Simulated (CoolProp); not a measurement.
Vapour-liquid equilibrium of methanol (1) + benzene (2) at 0.842 MPa; x and y are mole fractions of (1).

Values from CoolProp's multi-fluid Helmholtz-energy mixture model, de Reuck 1993 and Thol 2012; pair parameters Bell 2016.

```csv
x,bubble temperature (°C),y at the bubble point,dew temperature at overall composition x (°C),liquid density (mol/L)
0.05,155.4,0.225,166.1,9.442
0.2,138.2,0.489,157.0,?
0.35,132.7,0.580,147.4,?
0.5,130.2,0.638,137.5,12.93
0.65,128.9,0.701,?,14.66
0.8,128.5,0.794,128.5,?
0.95,129.4,?,129.5,?
```

**Question.** Complete the blanks.

**Answer.** 
- 0.2, liquid density (mol/L): 10.49
- 0.35, liquid density (mol/L): 11.58
- 0.65, dew temperature at overall composition x (°C): 129.9
- 0.8, liquid density (mol/L): 16.92
- 0.95, y at the bubble point: 0.938
- 0.95, liquid density (mol/L): 19.87

y crosses x between x = 0.65 and 0.8: the model has an azeotrope there.

The pair parameters rest on a limited set of measurements; away from them the model extrapolates.
